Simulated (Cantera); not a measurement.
**Ignition delay**

Mixture: 12.8 % CH4, 18.3 % O2, 68.8 % N2, equivalence ratio 1.4, at 0.440 bar, adiabatic and at constant volume. Ignition delay is the time to a rise of 400 K.

Computed with Cantera and GRI-Mech 3.0 (53 species, 325 reactions).

| T0 (K) | delay (ms) |
|---|---|
| 1073 | 784 |
| 1148 | 227 |
| 1223 | 72.7 |
| 1298 | 25.4 |
| 1373 | 9.69 |
| 1448 | 4.05 |
| 1523 | 1.88 |
| 1598 | 0.956 |
| 1673 | 0.531 |

apparent activation energy between 1523 and 1673 K: 180 kJ/mol
